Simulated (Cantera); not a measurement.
# SiHCl3 + CH4 + H2 (silicon carbide growth)

Input: 1 mol SiHCl3, 0.46 mol CH4, 330 mol H2, at 55000 Pa.

Method: chemical equilibrium by Gibbs-energy minimisation in Cantera with the NASA 1993 tables (ideal gas, pure condensed phases). Candidate condensed phases: C, C6H6, C7H8, C8H18, Si, SiC; 109 gas species. Mutual solubility and eutectic melting of coexisting phases are not modelled. The tables' values for SiCl are old estimates; treat these amounts as uncertain. Gases not in the tables: Si2H6 and higher silanes. Kinetics and transport are ignored.

| T (K) | x H2 | x H | x HCl | x Si | x SiH2 | x SiH | x SiCl2 | n Si(s) | n SiC(s) | n Si(l) |
|---|---|---|---|---|---|---|---|---|---|---|
| 1398 | 0.991 | 6.35e-6 | 0.00851 | 1.42e-9 | 3.62e-7 | 5.27e-9 | 0.000215 | 0.462 | 0.456 | 0 |
| 1473 | 0.991 | 1.70e-5 | 0.00851 | 9.95e-9 | 1.04e-6 | 2.64e-8 | 0.000230 | 0.461 | 0.457 | 0 |
| 1548 | 0.991 | 4.13e-5 | 0.00850 | 5.78e-8 | 2.70e-6 | 1.13e-7 | 0.000243 | 0.458 | 0.457 | 0 |
| 1623 | 0.991 | 9.28e-5 | 0.00849 | 2.84e-7 | 6.41e-6 | 4.21e-7 | 0.000254 | 0.454 | 0.457 | 0 |
| 1698 | 0.991 | 0.000194 | 0.00848 | 1.19e-6 | 1.38e-5 | 1.37e-6 | 0.000261 | 0 | 0.457 | 0.449 |
| 1773 | 0.991 | 0.000382 | 0.00853 | 3.87e-6 | 2.44e-5 | 3.53e-6 | 0.000236 | 0 | 0.457 | 0.452 |
| 1848 | 0.990 | 0.000711 | 0.00857 | 1.14e-5 | 4.12e-5 | 8.39e-6 | 0.000215 | 0 | 0.456 | 0.449 |
| 1923 | 0.990 | 0.00126 | 0.00859 | 3.08e-5 | 6.66e-5 | 1.86e-5 | 0.000196 | 0 | 0.455 | 0.436 |
| 1998 | 0.989 | 0.00215 | 0.00861 | 7.73e-5 | 0.000104 | 3.89e-5 | 0.000180 | 0 | 0.453 | 0.406 |
| 2073 | 0.987 | 0.00352 | 0.00861 | 0.000181 | 0.000156 | 7.68e-5 | 0.000166 | 0 | 0.449 | 0.342 |
| 2148 | 0.985 | 0.00558 | 0.00860 | 0.000400 | 0.000229 | 0.000144 | 0.000153 | 0 | 0.437 | 0.221 |
| 2223 | 0.981 | 0.00856 | 0.00857 | 0.000833 | 0.000324 | 0.000259 | 0.000141 | 0 | 0.410 | 0 |
| 2298 | 0.976 | 0.0128 | 0.00862 | 0.00113 | 0.000306 | 0.000305 | 9.05e-5 | 0 | 0.290 | 0 |
x: gas mole fraction; n: condensed amount in mol.

From 1398 K to 1623 K the condensed part is Si(s) + SiC(s). From 1698 K to 2148 K the condensed part is Si(l) + SiC(s). From 2223 K to 2298 K the condensed part is SiC(s). The main Si-bearing gas is SiCl2 at 1398 K and Si at 2298 K. The share of Si in condensed phases is highest at 1398 K (91.9 %) and lowest at 2298 K (29.0 %).
